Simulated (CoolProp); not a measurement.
Vapour-liquid equilibrium of acetone (1) + n-heptane (2) at 15.65 °C; x and y are mole fractions of (1).

The numbers come from the multi-fluid Helmholtz-energy mixture model, Lemmon 2006 and Span 2003; pair parameters Bell 2016 in CoolProp.

**Question.** Give the bubble pressure and the first vapour's composition at x = 0.05, 0.45, 0.75. Is there an azeotrope?

**Answer.** x = 0.05: 0.08531 bar, y = 0.578; x = 0.45: 0.1965 bar, y = 0.849; x = 0.75: 0.2014 bar, y = 0.863. y crosses x between x = 0.85 and 0.95: the model has an azeotrope there.

The pair parameters rest on a limited set of measurements; away from them the model extrapolates. With so large a gap from Raoult's law the liquid may split in two, which this calculation doesn't test in full.
